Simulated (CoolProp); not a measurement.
Properties of R236EA along the isotherm 412 K (Tc = 412.4 K, pc = 3.414 MPa, ω = 0.368).

Values from CoolProp's reference Helmholtz-energy equation of state, Rui 2013.

```json
[
 {"p (MPa)": "0.019", "phase": "gas", "cp (kJ/(kg K))": "1.012", "cv (kJ/(kg K))": "0.9567", "isothermal compressibility (1/MPa)": "52.73", "expansivity (1/kK)": "2.444", "conductivity (mW/(m K))": "23.0", "Prandtl number": "0.667"},
 {"p (MPa)": "0.036", "phase": "gas", "cp (kJ/(kg K))": "1.013", "cv (kJ/(kg K))": "0.9570", "isothermal compressibility (1/MPa)": "27.88", "expansivity (1/kK)": "2.460", "conductivity (mW/(m K))": "23.0", "Prandtl number": "0.668"},
 {"p (MPa)": "0.0682", "phase": "gas", "cp (kJ/(kg K))": "1.014", "cv (kJ/(kg K))": "0.9577", "isothermal compressibility (1/MPa)": "14.77", "expansivity (1/kK)": "2.489", "conductivity (mW/(m K))": "23.0", "Prandtl number": "0.669"},
 {"p (MPa)": "0.129", "phase": "gas", "cp (kJ/(kg K))": "1.018", "cv (kJ/(kg K))": "0.9589", "isothermal compressibility (1/MPa)": "7.856", "expansivity (1/kK)": "2.547", "conductivity (mW/(m K))": "23.0", "Prandtl number": "0.671"},
 {"p (MPa)": "0.245", "phase": "gas", "cp (kJ/(kg K))": "1.024", "cv (kJ/(kg K))": "0.9613", "isothermal compressibility (1/MPa)": "4.189", "expansivity (1/kK)": "?", "conductivity (mW/(m K))": "23.1", "Prandtl number": "?"},
 {"p (MPa)": "0.465", "phase": "gas", "cp (kJ/(kg K))": "1.037", "cv (kJ/(kg K))": "0.9662", "isothermal compressibility (1/MPa)": "2.264", "expansivity (1/kK)": "2.904", "conductivity (mW/(m K))": "23.1", "Prandtl number": "0.685"},
 {"p (MPa)": "0.881", "phase": "gas", "cp (kJ/(kg K))": "1.067", "cv (kJ/(kg K))": "0.9762", "isothermal compressibility (1/MPa)": "1.263", "expansivity (1/kK)": "3.466", "conductivity (mW/(m K))": "?", "Prandtl number": "0.705"},
 {"p (MPa)": "1.67", "phase": "gas", "cp (kJ/(kg K))": "1.157", "cv (kJ/(kg K))": "1.000", "isothermal compressibility (1/MPa)": "0.7697", "expansivity (1/kK)": "5.191", "conductivity (mW/(m K))": "24.2", "Prandtl number": "0.762"},
 {"p (MPa)": "3.16", "phase": "gas", "cp (kJ/(kg K))": "2.452", "cv (kJ/(kg K))": "1.115", "isothermal compressibility (1/MPa)": "1.069", "expansivity (1/kK)": "30.99", "conductivity (mW/(m K))": "34.1", "Prandtl number": "1.49"},
 {"p (MPa)": "6", "phase": "liquid", "cp (kJ/(kg K))": "1.674", "cv (kJ/(kg K))": "1.039", "isothermal compressibility (1/MPa)": "0.03447", "expansivity (1/kK)": "7.224", "conductivity (mW/(m K))": "49.7", "Prandtl number": "3.34"}
]
```

Q: Complete the blanks.

A: 
- 0.245, expansivity (1/kK): 2.662
- 0.245, Prandtl number: 0.676
- 0.881, conductivity (mW/(m K)): 23.4

Viscosity comes from a separate model (Huber 2003), an estimate that may be off by 10 % or more. Thermal conductivity comes from a separate model (Huber 2003), an estimate that may be off by 10 % or more.
